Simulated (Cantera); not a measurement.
Feed: 1 mol SiCl₄, 0.75 mol HCl, 18 mol H₂, held at 1.60 bar.

These are equilibrium values from Cantera (NASA tables, ideal gas, pure condensed phases), not measurements of a reactor. Candidate condensed phases: Si; 19 gas species. The tables' values for SiCl₃ are old estimates; treat these amounts as uncertain. Kinetics and transport are ignored.

Q: At 800 °C, list the 4 most abundant gas species with their mole fractions, and the condensed phases.

A: H₂ 0.901, HCl 0.0482, SiCl₄ 0.0407, SiHCl₃ 0.00932. Condensed: gas only.
